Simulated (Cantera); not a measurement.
An adiabatic, constant-volume homogeneous reactor starts with CO : H2 : CH4 : O2 : N2 = 1 : 0.48 : 0.14 : 0.927 : 3.49 (molar parts), equivalence ratio 1.1, at 1800 K and 68000 Pa. Integrator tolerance rtol = 1e-08.

Cantera simulation using GRI-Mech 3.0 (53 species, 325 reactions); the numbers are that mechanism's predictions, not measurements.

Q: What does this change do: N2 3.49 to 7.5 parts?

A: 
| quantity | before | after |
|---|---|---|
| time of steepest temperature rise | 18.2 µs | 29.9 µs |
| temperature at 0.400 s | 2934 K | 2731 K |
| equilibrium temperature | 2934 K | 2731 K |
| x(CO) at 0.400 s | 0.114 (gas-phase equilibrium 0.114) | 0.0567 (gas-phase equilibrium 0.0567) |
| x(H2) at 0.400 s | 0.0176 (gas-phase equilibrium 0.0176) | 0.00842 (gas-phase equilibrium 0.00842) |
| x(CH4) at 0.400 s | <1e-12 (gas-phase equilibrium <1e-12) | <1e-12 (gas-phase equilibrium <1e-12) |
| x(HO2) at 0.400 s | 8.87e-6 (gas-phase equilibrium 8.87e-6) | 2.64e-6 (gas-phase equilibrium 2.64e-6) |
| x(C2H) at 0.400 s | <1e-12 (gas-phase equilibrium <1e-12) | <1e-12 (gas-phase equilibrium <1e-12) |
| x(H2O2) at 0.400 s | 2.64e-7 (gas-phase equilibrium 2.64e-7) | 8.25e-8 (gas-phase equilibrium 8.25e-8) |
| x(HCO) at 0.400 s | 1.66e-7 (gas-phase equilibrium 1.66e-7) | 3.47e-8 (gas-phase equilibrium 3.47e-8) |

Q: What does this change do: initial temperature 1800 to 1698 K?

A: 
```tsv
quantity	before	after
time of steepest temperature rise	18.2 µs	23.8 µs
temperature at 0.400 s	2934 K	2916 K
equilibrium temperature	2934 K	2916 K
x(CO) at 0.400 s	0.114 (gas-phase equilibrium 0.114)	0.111 (gas-phase equilibrium 0.111)
x(H2) at 0.400 s	0.0176 (gas-phase equilibrium 0.0176)	0.0169 (gas-phase equilibrium 0.0169)
x(CH4) at 0.400 s	<1e-12 (gas-phase equilibrium <1e-12)	<1e-12 (gas-phase equilibrium <1e-12)
x(HO2) at 0.400 s	8.87e-6 (gas-phase equilibrium 8.87e-6)	8.58e-6 (gas-phase equilibrium 8.58e-6)
x(C2H) at 0.400 s	<1e-12 (gas-phase equilibrium <1e-12)	<1e-12 (gas-phase equilibrium <1e-12)
x(H2O2) at 0.400 s	2.64e-7 (gas-phase equilibrium 2.64e-7)	2.66e-7 (gas-phase equilibrium 2.66e-7)
x(HCO) at 0.400 s	1.66e-7 (gas-phase equilibrium 1.66e-7)	1.56e-7 (gas-phase equilibrium 1.56e-7)
```

Q: What does this change do: initial temperature 1800 to 950 K?

A: 
```
quantity                                                            before                                    after
---------------------------------  ---------------------------------------  ---------------------------------------
time of steepest temperature rise                                  18.2 µs                                  3.42 ms
temperature at 0.400 s                                              2934 K                                   2776 K
equilibrium temperature                                             2934 K                                   2776 K
x(CO) at 0.400 s                       0.114 (gas-phase equilibrium 0.114)    0.0835 (gas-phase equilibrium 0.0835)
x(H2) at 0.400 s                     0.0176 (gas-phase equilibrium 0.0176)    0.0114 (gas-phase equilibrium 0.0114)
x(CH4) at 0.400 s                    <1e-12 (gas-phase equilibrium <1e-12)    <1e-12 (gas-phase equilibrium <1e-12)
x(HO2) at 0.400 s                  8.87e-6 (gas-phase equilibrium 8.87e-6)  5.97e-6 (gas-phase equilibrium 5.97e-6)
x(C2H) at 0.400 s                    <1e-12 (gas-phase equilibrium <1e-12)    <1e-12 (gas-phase equilibrium <1e-12)
x(H2O2) at 0.400 s                 2.64e-7 (gas-phase equilibrium 2.64e-7)  2.66e-7 (gas-phase equilibrium 2.66e-7)
x(HCO) at 0.400 s                  1.66e-7 (gas-phase equilibrium 1.66e-7)  9.04e-8 (gas-phase equilibrium 9.04e-8)
```
Below about 1000 K GRI-Mech 3.0 lacks low-temperature oxidation paths.
